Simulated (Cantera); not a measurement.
An isothermal, constant-pressure homogeneous reactor starts with H₂ : O₂ : N₂ = 1 : 1 : 2.2 (molar parts), at 1275 K and 143 Torr.

Model: the H2/O2 subset of GRI-Mech 3.0, which has no nitrogen chemistry, integrated in Cantera. The temperature is held fixed by assumption; the heat of reaction is taken as removed at once.

One state of this run: x H₂ = 1.24e-7; x O₂ = 0.135; x H₂O = 0.270; x H₂O₂ = 2.56e-9; x HO₂ = 2.26e-8. x: mole fraction; the columns are a selection and need not sum to one.

### Question
Which value of t (s) does it belong to?
(A) 0.626
(B) 0.0489
(C) 0.268
(D) 0.00895

### Answer
A, 0.626
